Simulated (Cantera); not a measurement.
An isothermal, constant-pressure homogeneous reactor starts with N2O : N2 = 1 : 3 (molar parts), at 1175 K and 1200 Pa.

Detailed kinetics in Cantera: GRI-Mech 3.0 (53 species, 325 reactions). GRI-Mech 3.0 was tuned for natural gas; its chemistry of N2O as a main component is partial and can be far from experiment. Radical loss at walls, strong at low pressure, is not modelled. The mechanism lacks the step 2 NO + O2 → 2 NO2, which can matter for NO2 below about 1400 K. The temperature is held fixed by assumption; the heat of reaction is taken as removed at once.

Task: Predict: x(N2O) at 200 s; x(N2) at 200 s; x(NO) at 200 s; x(O2) at 200 s; x(O) at 200 s.

Result: 
```
Property                                           Value
---------------  ---------------------------------------
x(N2O) at 200 s   0.0936 (gas-phase equilibrium 1.03e-9)
x(N2) at 200 s       0.830 (gas-phase equilibrium 0.889)
x(NO) at 200 s   0.0132 (gas-phase equilibrium 0.000125)
x(O2) at 200 s      0.0629 (gas-phase equilibrium 0.111)
x(O) at 200 s    1.22e-6 (gas-phase equilibrium 4.47e-8)
```
